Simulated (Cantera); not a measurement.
Mixture: CH4 : O2 : N2 : H2O = 1 : 3.23 : 12.1 : 2 (molar parts), at 0.888 atm, adiabatic and at constant pressure. Ignition delay is the time to a rise of 400 K.

Cantera simulation using GRI-Mech 3.0 (53 species, 325 reactions); the numbers are that mechanism's predictions, not measurements.

### Question
Predict: delay at 1198 K; delay at 1348 K; delay at 1498 K; delay at 1648 K; delay at 1798 K; apparent activation energy between 1723 and 1873 K.

### Answer
| Item | Result |
|---|---|
| delay at 1198 K | 50.2 ms |
| delay at 1348 K | 7.13 ms |
| delay at 1498 K | 1.33 ms |
| delay at 1648 K | 0.343 ms |
| delay at 1798 K | 0.119 ms |
| apparent activation energy between 1723 and 1873 K | 170 kJ/mol |
